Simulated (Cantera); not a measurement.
Input: 1 mol NF₃, 0.13 mol H₂O, 28 mol N₂, held at 1723.15 K and 4.10 mbar.

Equilibrium computed with Cantera from the NASA thermochemical tables; the gas is ideal and each condensed phase is pure. Candidate condensed phases: H₂O; 40 gas species. Rates play no part.

Base state: N₂ 0.903, F 0.0868, HF 0.00824, O₂ 0.00188, NO 0.000320, O 3.86e-5 (mole fractions); condensed: gas only.

Q: What changes in the equilibrium state with this change: NF₃ replaced by H₂S?

A: 
```csv
species,before,after
N₂,0.903,0.944
H₂,<1e-9,0.0336
S₂,0,0.0155
F,0.0868,0
HF,0.00824,0
H₂O,<1e-9,0.00343
O₂,0.00188,1.65e-9
SH,0,0.000799
S,0,0.000755
```
Further candidate phases: H₂SO₄, S.
